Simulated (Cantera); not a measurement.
## Adiabatic ignition

An adiabatic, constant-volume homogeneous reactor starts with CH4 : C2H6 : C3H8 : O2 : N2 = 1 : 0.06 : 0.23 : 9.08 : 64.5 (molar parts), equivalence ratio 0.37, at 1800 K and 77000 Pa.

Detailed kinetics in Cantera: GRI-Mech 3.0 (53 species, 325 reactions). GRI-Mech 3.0 was tuned for natural gas; its chemistry of propane as a main component is partial and can be far from experiment.

```tsv
t (s)	T (K)	P (bar)	x CH4	x C2H6	x C3H8	x NO	x C2H4	x HCN	x NO2
4.00e-6	1791	0.767	0.0131	0.000684	0.00235	1.08e-10	0.000617	1.09e-10	<1e-12
1.86e-5	1832	0.790	0.00928	0.000218	0.000236	2.79e-8	0.00237	5.52e-8	1.27e-10
8.62e-5	2124	0.927	<1e-12	<1e-12	<1e-12	1.49e-5	<1e-12	1.00e-12	4.44e-9
0.000400	2260	0.979	<1e-12	<1e-12	<1e-12	0.000129	<1e-12	<1e-12	5.33e-8
0.00186	2360	1.02	<1e-12	<1e-12	<1e-12	0.000544	<1e-12	<1e-12	3.32e-7
0.00862	2362	1.02	<1e-12	<1e-12	<1e-12	0.00188	<1e-12	<1e-12	1.17e-6
0.0400	2351	1.01	<1e-12	<1e-12	<1e-12	0.00610	<1e-12	<1e-12	3.76e-6
0.186	2342	1.01	<1e-12	<1e-12	<1e-12	0.0101	<1e-12	<1e-12	6.20e-6
0.862	2341	1.01	<1e-12	<1e-12	<1e-12	0.0103	<1e-12	<1e-12	6.30e-6
4.00	2341	1.01	<1e-12	<1e-12	<1e-12	0.0103	<1e-12	<1e-12	6.30e-6
```
x: mole fraction; the columns are a selection and need not sum to one.

```json
{
 "time_of_steepest_temperature_rise": "29.2 µs",
 "temperature at 4.00 s": "2341 K",
 "equilibrium_temperature": "2341 K",
 "x(CH4) at 4.00 s": "<1e-12 (gas-phase equilibrium <1e-12)",
 "x(C2H6) at 4.00 s": "<1e-12 (gas-phase equilibrium <1e-12)",
 "x(C3H8) at 4.00 s": "<1e-12 (gas-phase equilibrium <1e-12)"
}
```
